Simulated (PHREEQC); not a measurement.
Solution (25 °C): 2.2 mmol/kgw HF and 0.032 mmol/kgw NH4HF2. Closed to the air; pH follows from the charge balance.

Equilibrium calculation in PHREEQC: ion-association model, phreeqc.dat.

| Quantity | Value |
|---|---|
| pH | 3.04 |
| ionic strength | 0.000976 mol/kgw |
| specific conductance | 376 µS/cm |
| total alkalinity | -2.23 meq/kg |

```tsv
species	molality	activity	log γ
HF	0.00128	0.00128	0.000
F-	0.000971	0.000937	-0.015
H+	0.000944	0.000913	-0.015
NH4+	3.20e-5	3.09e-5	-0.016
HF2-	4.78e-6	4.62e-6	-0.015
```

This is a speciation only: nothing precipitates in the calculation.
